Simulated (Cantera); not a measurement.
Input: 1 mol SiH2Cl2, 6.4 mol NO, 0.23 mol O3, held at 0.0570 bar.

These are equilibrium values from Cantera (NASA tables, ideal gas, pure condensed phases), not measurements of a reactor. Candidate condensed phases: H2O, NH4Cl, Si, SiO2, Si2N2O, Si3N4; 47 gas species. The tables hold silica as quartz up to 1696 K and as liquid above; real silica turns to tridymite and cristobalite and melts near 1996 K. Rates play no part. All values below are at 1673 K.

Base state: N2 0.408, O2 0.311, HCl 0.204, Cl 0.0442, H2O 0.0260, Cl2 0.00402, NO 0.00229, OH 0.000348 (mole fractions); condensed: SiO2(β-quartz).

What changes in the equilibrium state with this change: pressure from 0.0570 bar to 0.00230 bar?


| species | before | after |
|---|---|---|
| N2 | 0.408 | 0.404 |
| O2 | 0.311 | 0.303 |
| HCl | 0.204 | 0.180 |
| Cl | 0.0442 | 0.0729 |
| H2O | 0.0260 | 0.0364 |
| H | 8.19e-7 | 1.08e-5 |
| Cl2 | 0.00402 | 0.000443 |
| SiO2(β-quartz), mol | 1.00 | 1.000 |
